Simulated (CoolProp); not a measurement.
A single-stage vapour-compression cycle with the fluid: evaporating at 320.15 K (dew point), condensing at 353.15 K (bubble point), superheat 5 K, subcooling 5 K, compressor efficiency 0.7, no pressure losses. The same conditions are run with several fluids, on thermodynamics alone (safety and materials aside).

Values from CoolProp's reference Helmholtz-energy equation of state of each fluid (R22: Kamei 1995; isobutane: Bücker 2006; isohexane: Lemmon 2006; dimethyl ether: Wu 2011; R123: Younglove 1994; 1,2-dichloroethane: Thol 2015).

| fluid | cooling COP | pressure ratio | discharge temperature (K) | refrigerating effect (kJ/kg) | volumetric capacity (kJ/m³) |
|---|---|---|---|---|---|
| R22 | 5.05 | 2.02 | 376.6 | 122 | 9290 |
| isobutane | 5.67 | 2.11 | 357.9 | 237 | 3770 |
| isohexane | 6.11 | 2.80 | 353.2 | 274 | 589 |
| dimethyl ether | 5.73 | 2.10 | 370.4 | 299 | 6470 |
| R123 | 6.12 | 2.53 | 361.3 | 136 | 1580 |
| 1,2-dichloroethane | 6.41 | 3.28 | 381.7 | 310 | 317 |

The compression ends wet for: isohexane.
